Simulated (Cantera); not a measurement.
A Cantera script and its output.

```python
import numpy as np
import cantera as ct

gas = ct.Solution("gri30.yaml")
gas.TPX = 1175, 1000000, {'C3H8': 1, 'O2': 6.1, 'N2': 23.8}
reactor = ct.IdealGasReactor(gas, energy="on", clone=False)
net = ct.ReactorNet([reactor])
net.rtol, net.atol = 1e-08, 1e-16
show = ['C3H8', 'O2', 'NO', 'HCO', 'CH3']
times = np.geomspace(3e-06, 3, 12)

steps = ct.SolutionArray(gas, extra=["t"])
rows = []
print(f"{'t/s':>10s}{'T/K':>9s}{'P/Pa':>11s}" + "".join(f"{s:>11s}" for s in show))
for t in times:
    while net.time < t:
        t_next = net.step()
        steps.append(gas.state, t=t_next)
    rows.append([np.interp(t, steps.t, y) for y in (steps.T, steps.P, *steps(*show).X.T)])
    print(f"{t:10.3e}{rows[-1][0]:9.1f}{rows[-1][1]:11.4g}" + "".join(f"{x:11.3e}" for x in rows[-1][2:]))
rate = np.gradient(steps.T, steps.t)
print("integrator steps:", len(steps.t))
if steps.T.max() > steps.T[0] + 200:
    print(f"time of steepest temperature rise: {steps.t[rate.argmax()]:.4e} s")
gas.TPX = 1175, 1000000, {'C3H8': 1, 'O2': 6.1, 'N2': 23.8}
gas.equilibrate("UV")
print(f"equilibrium (UV): T = {gas.T:.1f} K  " + "  ".join(f"{s} {gas[s].X[0]:.3e}" for s in show))
```

Result:

```
       t/s      T/K       P/Pa       C3H8         O2         NO        HCO        CH3
 3.000e-06   1175.0      1e+06  3.236e-02  1.974e-01  2.217e-20  2.041e-15  3.636e-07
 1.053e-05   1175.0      1e+06  3.236e-02  1.974e-01  1.712e-19  3.803e-14  1.358e-06
 3.699e-05   1175.0      1e+06  3.235e-02  1.974e-01  3.054e-18  1.322e-12  5.603e-06
 1.299e-04   1175.0      1e+06  3.227e-02  1.974e-01  8.228e-17  3.369e-11  1.404e-05
 4.560e-04   1175.4  1.001e+06  3.189e-02  1.971e-01  5.614e-16  1.986e-10  1.538e-05
 1.601e-03   1180.2  1.007e+06  2.969e-02  1.957e-01  6.826e-15  2.018e-09  2.279e-05
 5.621e-03   2887.4  2.578e+06  3.202e-41  3.268e-02  1.574e-02  5.276e-08  2.240e-14
 1.974e-02   2887.4  2.578e+06  3.202e-41  3.268e-02  1.574e-02  5.276e-08  2.240e-14
 6.930e-02   2887.4  2.578e+06  3.202e-41  3.268e-02  1.574e-02  5.276e-08  2.240e-14
 2.433e-01   2887.4  2.578e+06  3.202e-41  3.268e-02  1.574e-02  5.276e-08  2.240e-14
 8.544e-01   2887.4  2.578e+06  3.202e-41  3.268e-02  1.574e-02  5.276e-08  2.240e-14
 3.000e+00   2887.4  2.578e+06  3.202e-41  3.268e-02  1.574e-02  5.276e-08  2.240e-14
integrator steps: 2319
time of steepest temperature rise: 2.5176e-03 s
equilibrium (UV): T = 2887.4 K  C3H8 5.261e-41  O2 3.268e-02  NO 1.574e-02  HCO 5.276e-08  CH3 2.948e-14
```

Detailed kinetics in Cantera: GRI-Mech 3.0 (53 species, 325 reactions). GRI-Mech 3.0 was tuned for natural gas; its chemistry of propane as a main component is partial and can be far from experiment.
